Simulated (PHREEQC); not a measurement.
Make-up at 45 °C: 0.035 mol NaHCO3 and 8.9e-05 mol K2HPO4 per kg of water. Closed to the air; pH follows from the charge balance.

All values are PHREEQC results (ion-association model, phreeqc.dat), not measurements.

No solid was allowed to form.

Order these P species by the share of P that they hold, largest first: HPO4-2, H2PO4-, NaHPO4-.

HPO4-2 (89 %), H2PO4- (8.3 %), NaHPO4- (2.9 %)

The pH is 7.96 and the ionic strength 0.0349 mol/kgw. Constants without temperature data keep their 25 °C values here.
